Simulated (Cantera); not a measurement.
Mixture: CO : H2 : CH4 : O2 : N2 : H2O = 1 : 0.094 : 0.096 : 1.14 : 4.27 : 0.69 (molar parts), equivalence ratio 0.65, at 3750 Torr, adiabatic and at constant pressure. Ignition delay is the time to a rise of 400 K.

Cantera simulation using GRI-Mech 3.0 (53 species, 325 reactions); the numbers are that mechanism's predictions, not measurements. Where the delays flatten at high temperature, the 400 K rule measures the pace of heat release, not the induction time.

Task: What does this change do: pressure from 3750 Torr to 760 Torr?

Result: 
```csv
quantity,before,after
delay at 1100 K,1.46 ms,1.34 ms
delay at 1250 K,0.175 ms,0.289 ms
delay at 1400 K,45.8 µs,0.132 ms
delay at 1550 K,19.8 µs,84.6 µs
delay at 1700 K,11.6 µs,65.7 µs
```

Task: What does this change do: constant volume in place of constant pressure?

Result: 
```
quantity                                               before      after
--------------------------------------------------  ---------  ---------
delay at 1100 K                                       1.46 ms    1.31 ms
delay at 1250 K                                      0.175 ms   0.160 ms
delay at 1400 K                                       45.8 µs    41.7 µs
delay at 1550 K                                       19.8 µs    17.7 µs
delay at 1700 K                                       11.6 µs    10.1 µs
apparent activation energy between 1625 and 1775 K  69 kJ/mol  75 kJ/mol
```
